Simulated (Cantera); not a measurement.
Standard-state values (1 bar) from the NASA 1993 polynomials, evaluated with Cantera. Values are per mole of reaction as written; species without (g) are pure solids or liquids, kept so even where they would boil at 1 bar.

**Question.** Between 300 and 2100 K, where is each reaction favourable under standard conditions?
- 2 P₂(g) + 10 OH(g) = P₄O₁₀(g) + 10 H(g)

**Answer.** 
- 2 P₂(g) + 10 OH(g) = P₄O₁₀(g) + 10 H(g): ΔG° is -1188 kJ at 300 K and -120 kJ at 2100 K; it stays negative (K > 1). ΔH° is -1195 kJ and ΔS° -512 J/K at 2100 K.
